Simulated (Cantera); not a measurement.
An isothermal, constant-pressure homogeneous reactor starts with 9.09 % CH₄, 90.9 % N₂, at 1800 K and 0.0237 atm.

Model: GRI-Mech 3.0 (53 species, 325 reactions), integrated in Cantera. GRI-Mech 3.0 stops at C3 and has no aromatics, soot or wall deposition, so with more carbon than oxygen in the feed, carbon stays in small species such as C2H2 where larger ones or solid carbon would form. Radical loss at walls, strong at low pressure, is not modelled.

### Question
Predict: x(CH₄) at 1.00 s; x(H₂) at 1.00 s; x(C₂H₄) at 1.00 s; x(CH₃) at 1.00 s; x(HCN) at 1.00 s.

### Answer
| Property | Value |
|---|---|
| x(CH₄) at 1.00 s | 0.000460 (gas-phase equilibrium 6.60e-6) |
| x(H₂) at 1.00 s | 0.124 (gas-phase equilibrium 0.125) |
| x(C₂H₄) at 1.00 s | 3.47e-6 (gas-phase equilibrium 8.15e-7) |
| x(CH₃) at 1.00 s | 5.34e-5 (gas-phase equilibrium 8.77e-7) |
| x(HCN) at 1.00 s | 2.73e-5 (gas-phase equilibrium 0.0598) |
